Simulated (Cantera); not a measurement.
A closed system holds: 1 mol Si, 0.037 mol O2, 120 mol H2, held at 1700 °C and 101000 Pa.

Method: chemical equilibrium by Gibbs-energy minimisation in Cantera with the NASA 1993 tables (ideal gas, pure condensed phases). Candidate condensed phases: H2O, Si, SiO2; 18 gas species. Gases not in the tables: Si2H6 and higher silanes. Kinetics and transport are ignored.

Base state: H2 0.998, H 0.00134, SiO 0.000615, SiH2 9.08e-5, Si 3.12e-5, SiH 2.27e-5 (mole fractions); condensed: Si(l).

Task: What changes in the equilibrium state with this change: temperature from 1700 °C to 775 °C?

Result: 
```
species                before    after
-------------------  --------  -------
H2                      0.998     1.00
H                     0.00134  7.67e-9
SiO                  0.000615  3.47e-9
SiH2                  9.08e-5    <1e-9
Si                    3.12e-5    <1e-9
SiH                   2.27e-5    <1e-9
Si(l), mol              0.908        0
Si(s), mol                  0    0.963
SiO2(β-quartz), mol         0   0.0370
```
Mutual solubility and eutectic melting of coexisting phases are not modelled.
